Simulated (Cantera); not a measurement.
Feed: 1 mol CH2F2, at 2248.15 K and 13.3 mbar.

Equilibrium computed with Cantera from the NASA thermochemical tables; the gas is ideal and each condensed phase is pure. Candidate condensed phases: C, C6H6, C7H8, C8H18; 95 gas species. Kinetics and transport are ignored.

Base state: HF 0.995, F 0.00260, H 0.00157, H2 0.000604, CF2 7.22e-5, CF 3.56e-5 (mole fractions); condensed: C(graphite).

**Question.** What changes in the equilibrium state with this change: temperature from 2248.15 K to 1198.15 K?

**Answer.** 
```csv
species,before,after
HF,0.995,1.000
H2,0.000604,1.46e-6
F,0.00260,2.46e-9
H,0.00157,1.99e-9
CF2,7.22e-5,1.09e-9
CF,3.56e-5,<1e-9
"C(graphite), mol",1.000,1.000
```
